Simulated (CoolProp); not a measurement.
Vapour-liquid equilibrium of ethanol (1) + toluene (2) at 0.802 MPa; x and y are mole fractions of (1).

The numbers come from the multi-fluid Helmholtz-energy mixture model, Schroeder 2014 and Lemmon 2006; pair parameters Bell 2016 in CoolProp.

### Question
Give the bubble temperature and the first vapour's composition at x = 0.125, 0.725, 0.95. Is there an azeotrope?

### Answer
x = 0.125: 442.4 K, y = 0.491; x = 0.725: 417.9 K, y = 0.821; x = 0.95: 415.6 K, y = 0.957. No azeotrope shows between x = 0.05 and 0.95.

Pair parameters are fitted to limited data, so mixtures are less certain than the pure fluids.
